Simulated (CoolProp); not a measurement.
The numbers come from the reference Helmholtz-energy equation of state, Smukala 2000 in CoolProp.

Give the vapour pressure (MPa), enthalpy of vaporisation (kJ/kg), liquid cp (kJ/(kg K)), vapour Z of saturated ethylene at 145.6, 152.6, 166.5 K.


```json
[
 {"T (K)": "145.6", "p (MPa)": "0.0192", "enthalpy of vaporisation (kJ/kg)": "515", "liquid cp (kJ/(kg K))": "2.40", "vapour Z": "0.990"},
 {"T (K)": "152.6", "p (MPa)": "0.0334", "enthalpy of vaporisation (kJ/kg)": "506", "liquid cp (kJ/(kg K))": "2.40", "vapour Z": "0.985"},
 {"T (K)": "166.5", "p (MPa)": "0.0852", "enthalpy of vaporisation (kJ/kg)": "487", "liquid cp (kJ/(kg K))": "2.41", "vapour Z": "0.971"}
]
```
